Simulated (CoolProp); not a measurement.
Vapour-liquid equilibrium of R134a (1) + R141b (2) at 19.85 °C; x and y are mole fractions of (1).

Computed with CoolProp (multi-fluid Helmholtz-energy mixture model, Tillner-Roth 1994 and Lemmon 2006; pair parameters Bell 2016).

```json
[
 {"x": "0.05", "bubble pressure, mixture model (kPa)": "103.7", "bubble pressure, Raoult's law (kPa)": "89.87", "y, mixture model": "0.397", "y, Raoult's law": "0.317"},
 {"x": "0.125", "bubble pressure, mixture model (kPa)": "?", "bubble pressure, Raoult's law (kPa)": "127.7", "y, mixture model": "0.629", "y, Raoult's law": "0.557"},
 {"x": "0.2", "bubble pressure, mixture model (kPa)": "209.9", "bubble pressure, Raoult's law (kPa)": "165.5", "y, mixture model": "0.735", "y, Raoult's law": "0.688"},
 {"x": "0.275", "bubble pressure, mixture model (kPa)": "255.9", "bubble pressure, Raoult's law (kPa)": "203.4", "y, mixture model": "0.796", "y, Raoult's law": "0.770"},
 {"x": "0.35", "bubble pressure, mixture model (kPa)": "297.1", "bubble pressure, Raoult's law (kPa)": "241.2", "y, mixture model": "0.836", "y, Raoult's law": "0.826"},
 {"x": "0.425", "bubble pressure, mixture model (kPa)": "334.1", "bubble pressure, Raoult's law (kPa)": "279.0", "y, mixture model": "0.865", "y, Raoult's law": "0.867"},
 {"x": "0.5", "bubble pressure, mixture model (kPa)": "367.5", "bubble pressure, Raoult's law (kPa)": "316.9", "y, mixture model": "0.887", "y, Raoult's law": "0.898"},
 {"x": "0.575", "bubble pressure, mixture model (kPa)": "398.2", "bubble pressure, Raoult's law (kPa)": "354.7", "y, mixture model": "?", "y, Raoult's law": "0.923"},
 {"x": "0.65", "bubble pressure, mixture model (kPa)": "427.2", "bubble pressure, Raoult's law (kPa)": "392.5", "y, mixture model": "0.921", "y, Raoult's law": "0.942"},
 {"x": "0.725", "bubble pressure, mixture model (kPa)": "?", "bubble pressure, Raoult's law (kPa)": "430.3", "y, mixture model": "0.936", "y, Raoult's law": "0.959"},
 {"x": "0.8", "bubble pressure, mixture model (kPa)": "484.0", "bubble pressure, Raoult's law (kPa)": "468.2", "y, mixture model": "0.952", "y, Raoult's law": "0.972"},
 {"x": "0.875", "bubble pressure, mixture model (kPa)": "513.9", "bubble pressure, Raoult's law (kPa)": "506.0", "y, mixture model": "?", "y, Raoult's law": "0.984"},
 {"x": "0.95", "bubble pressure, mixture model (kPa)": "?", "bubble pressure, Raoult's law (kPa)": "543.8", "y, mixture model": "?", "y, Raoult's law": "0.994"}
]
```

Question: Some entries are withheld; supply them.

Answer: 
- 0.125, bubble pressure, mixture model (kPa): 159.1
- 0.575, y, mixture model: 0.905
- 0.725, bubble pressure, mixture model (kPa): 455.5
- 0.875, y, mixture model: 0.968
- 0.95, bubble pressure, mixture model (kPa): 546.0
- 0.95, y, mixture model: 0.986

The largest gap from Raoult's law is +26.8 % in bubble pressure, at x = 0.2. No azeotrope shows between x = 0.05 and 0.95.

The pair parameters rest on a limited set of measurements; away from them the model extrapolates.
